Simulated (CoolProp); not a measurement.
n-nonane at 411.08 K and 0.0419 MPa is throttled through a valve to 0.00819 MPa with no heat exchange. Each further row changes one setting.

Model: reference Helmholtz-energy equation of state, Lemmon 2006, in CoolProp. It is a short technical equation, of lower accuracy than the large ones.

```json
[
 {"case": "as stated", "temperature change (K)": "-1.0", "final density (kg/m³)": "(withheld)"},
 {"case": "outlet pressure 0.00246 MPa", "temperature change (K)": "(withheld)", "final density (kg/m³)": "(withheld)"},
 {"case": "outlet pressure 0.0106 MPa", "temperature change (K)": "(withheld)", "final density (kg/m³)": "0.401"}
]
```

Question: Complete the blanks.

Answer: 
- as stated, final density (kg/m³): 0.310
- outlet pressure 0.00246 MPa, temperature change (K): -1.2
- outlet pressure 0.00246 MPa, final density (kg/m³): 0.0927
- outlet pressure 0.0106 MPa, temperature change (K): -0.9
